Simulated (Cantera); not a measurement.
A perfectly stirred reactor is fed with 19.4 % H2, 40.3 % O2, 40.3 % N2, at 0.0132 atm; it is held at 1025 K, and followed from long to short residence time.

Detailed kinetics in Cantera: the H2/O2 subset of GRI-Mech 3.0, which has no nitrogen chemistry. Radical loss at walls, strong at low pressure, is not modelled. The temperature is held fixed by assumption; the heat of reaction is taken as removed at once.

Predict: x(H2) at τ = 6.50 s; x(O2) at τ = 6.50 s; x(O) at τ = 6.50 s; x(HO2) at τ = 6.50 s; x(OH) at τ = 6.50 s; x(H2) at τ = 0.110 s; x(O2) at τ = 0.110 s; x(O) at τ = 0.110 s; x(HO2) at τ = 0.110 s; x(OH) at τ = 0.110 s.


```
Item                      Value
---------------------  --------
x(H2) at τ = 6.50 s    0.000454
x(O2) at τ = 6.50 s       0.339
x(O) at τ = 6.50 s     0.000438
x(HO2) at τ = 6.50 s    3.62e-6
x(OH) at τ = 6.50 s    0.000451
x(H2) at τ = 0.110 s    0.00544
x(O2) at τ = 0.110 s      0.337
x(O) at τ = 0.110 s     0.00565
x(HO2) at τ = 0.110 s   7.11e-6
x(OH) at τ = 0.110 s    0.00191
```
